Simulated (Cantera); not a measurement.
A closed system holds: 1 mol SiC, 0.008 mol H2O, 17 mol H2, held at 1.00 Torr.

Cantera equilibrium calculation (NASA polynomials, part measured and part estimated; ideal gas, pure solids and liquids). Candidate condensed phases: C, C6H6, C7H8, C8H18, H2O, Si, SiC, SiO2; 123 gas species. Gases not in the tables: Si2H6 and higher silanes. Kinetics and transport are ignored.

### Question
What share of the Si ends up in condensed phases as a function of T (K), at 1948, 1973, 1998, 2023, 2048, 2073, 2098?

### Answer
```json
[
 {"T (K)": "1948", "Si condensed (%)": "98.0", "as": "SiC(s)"},
 {"T (K)": "1973", "Si condensed (%)": "97.4", "as": "SiC(s)"},
 {"T (K)": "1998", "Si condensed (%)": "96.5", "as": "SiC(s)"},
 {"T (K)": "2023", "Si condensed (%)": "94.9", "as": "SiC(s)"},
 {"T (K)": "2048", "Si condensed (%)": "92.5", "as": "SiC(s)"},
 {"T (K)": "2073", "Si condensed (%)": "89.1", "as": "SiC(s)"},
 {"T (K)": "2098", "Si condensed (%)": "84.1", "as": "SiC(s)"}
]
```
